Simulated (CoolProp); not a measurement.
Properties of C2F6 (R116) along the isobar 4.43 MPa.

Model: reference Helmholtz-energy equation of state, Lemmon 2006, in CoolProp. It is a short technical equation, of lower accuracy than the large ones.

| T (K) | phase | density (kg/m³) | cp (kJ/(kg K)) | cv (kJ/(kg K)) | speed of sound (m/s) | Joule-Thomson coefficient (K/MPa) | viscosity (µPa s) |
|---|---|---|---|---|---|---|---|
| 226.2 | liquid | 1487 | 1.007 | 0.6715 | 463.9 | -0.1824 | 275 |
| 251.9 | liquid | 1352 | 1.098 | 0.7069 | 361.8 | 0.05415 | 185 |
| 277.6 | liquid | 1177 | 1.263 | 0.7460 | 252.4 | 0.6413 | 118 |
| 303.3 | supercritical | 840.7 | 2.153 | 0.8124 | 118.4 | 4.291 | 56.8 |
| 329 | supercritical | 376.5 | 1.374 | 0.8221 | 104.7 | 8.242 | 24.6 |
| 354.7 | supercritical | 283.1 | 1.100 | 0.8321 | 123.0 | 6.037 | 22.8 |
| 380.4 | supercritical | 238.2 | 1.039 | 0.8533 | 136.5 | 4.648 | 23.0 |
| 406.1 | supercritical | 209.6 | 1.025 | 0.8768 | 147.4 | 3.718 | 23.6 |

The peak of cp marks the crossing from liquid-like to gas-like fluid above the critical point.

Viscosity comes from a separate model (Huber 2003), an estimate that may be off by 10 % or more.
